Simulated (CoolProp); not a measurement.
Saturation properties of chlorine (Tc = 416.9 K, pc = 7.642 MPa, ω = 0.070).

The numbers come from the reference Helmholtz-energy equation of state, Thol 2021 in CoolProp.

| T (K) | p (MPa) | liquid density (kg/m³) | vapour density (kg/m³) | enthalpy of vaporisation (kJ/kg) | liquid cp (kJ/(kg K)) |
|---|---|---|---|---|---|
| 308.3 | 1.012 | 1361 | 32.09 | 239.7 | 1.011 |
| 319.7 | 1.335 | 1323 | 42.08 | 229.7 | 1.035 |
| 331.2 | 1.730 | (withheld) | 54.52 | 218.6 | 1.067 |
| 342.6 | (withheld) | 1241 | 69.68 | 206.6 | 1.107 |
| 354.1 | 2.753 | 1195 | 88.53 | 193.2 | 1.161 |
| 365.5 | 3.393 | 1146 | 111.7 | 178.3 | 1.236 |
| 377 | 4.139 | 1090 | 141.2 | 161.1 | 1.351 |
| 388.4 | (withheld) | (withheld) | (withheld) | 141.0 | 1.548 |

### Question
Some entries are withheld; supply them.

### Answer

- 331.2, liquid density (kg/m³): 1283
- 342.6, p (MPa): 2.197
- 388.4, p (MPa): 4.984
- 388.4, liquid density (kg/m³): 1026
- 388.4, vapour density (kg/m³): 179.5

It boils at 239.2 K under 1 atm.
